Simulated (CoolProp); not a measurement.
Hydrogen chloride at several states: density (kg/m³) from the reference equation and from simpler models built on Tc = 51.5 °C, pc = 83.14 bar, ω = 0.130; each cubic takes its own stable root.

Computed with CoolProp (reference Helmholtz-energy equation of state, Thol 2018).

```
T (°C)  p (bar)   phase  reference  van der Waals  Redlich-Kwong  Soave-Redlich-Kwong  Peng-Robinson
------  -------  ------  ---------  -------------  -------------  -------------------  -------------
-45.35     0.49     gas     0.9500         0.9471         0.9484               0.9486         0.9489
-81.65     44.1  liquid       1183          704.2           1033                 1042           1175
-17.45     1.39     gas      2.417          2.405          2.411                2.412          2.414
325.15    0.856     gas     0.6277         0.6278         0.6277               0.6276         0.6277
-89.65     9.04  liquid       1198          708.9           1047                 1055           1190
```
